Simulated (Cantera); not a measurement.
# Counterflow diffusion flame

A counterflow diffusion flame at 1.00 atm, nozzles 20 mm apart: fuel side 93.6 % CH₄, 3.37 % C₂H₆, 3.00 % C₃H₈ at 375 K, oxidiser side 18.0 % O₂, 82.0 % N₂ at 450 K, fuel mass flux 0.73 times the oxidiser's; mixture-averaged transport, no radiation.

Model: GRI-Mech 3.0 (53 species, 325 reactions), integrated in Cantera. GRI-Mech 3.0 has no aromatics or soot, which form on the fuel side of real flames. The maximum strain rate includes the flame's own expansion and is several times the mean. A flux with no burning solution from the previous one only brackets extinction.

```
oxidiser flux (kg/m²/s)  max strain (1/s)  mean strain (1/s)  T max (K)  peak x OH  peak x H  peak x NO  peak x CO  peak x C₂H₂
-----------------------  ----------------  -----------------  ---------  ---------  --------  ---------  ---------  -----------
0.25                                  150               32.2       1963    0.00511   0.00295   0.000161     0.0378       0.0104
0.38                                  220               49.0       1944    0.00505   0.00311   0.000137     0.0380      0.00927
0.56                                  311               72.2       1925    0.00494   0.00324   0.000114     0.0384      0.00833
0.83                                  443                107       1901    0.00472   0.00330    8.73e-5     0.0390      0.00719
1.2                                   627                155       1870    0.00436   0.00324    5.99e-5     0.0398      0.00586
1.8                                   913                232       1813    0.00360   0.00284    2.85e-5     0.0409      0.00387
```
x: mole fraction; the columns are a selection and need not sum to one.

At the next flux tried, 2.7 kg/m²/s, no burning solution was found from the previous one.
